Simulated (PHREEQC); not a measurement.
1.1 g of hydrous ferric oxide (600 m²/g; 0.2 weak and 0.005 strong sites per Fe, Dzombak-Morel constants, diffuse double layer) in 1 kg of water with 0.3 mol/kgw of an inert sodium salt, at 25 °C; the pH is set by adding NaOH or the inert anion's acid. Oxygen is held at 0.21 atm. CO2 from the air is kept out. No solid was allowed to form.

All values are PHREEQC results (ion-association model, wateq4f.dat), not measurements.

```tsv
pH	surface charge σ (C/m²)	surface potential ψ (mV)
3	0.368	125
3.5	0.363	125
4	0.349	123
4.5	0.318	118
5	0.269	110
5.5	0.210	…
6	0.154	…
6.5	0.106	65
7	…	46
7.5	0.034	26
8	0.006	5
8.5	-0.021	-17
9	-0.051	…
9.5	…	…
10	…	…
10.5	-0.185	-91
11	-0.244	-105
```

Fill in the missing entries.


- 5.5, surface potential ψ (mV): 98
- 6, surface potential ψ (mV): 83
- 7, surface charge σ (C/m²): 0.066
- 9, surface potential ψ (mV): -38
- 9.5, surface charge σ (C/m²): -0.087
- 9.5, surface potential ψ (mV): -57
- 10, surface charge σ (C/m²): -0.132
- 10, surface potential ψ (mV): -75

Species that the database lacks are ignored. The oxide is taken as insoluble; below pH 4 it would dissolve.
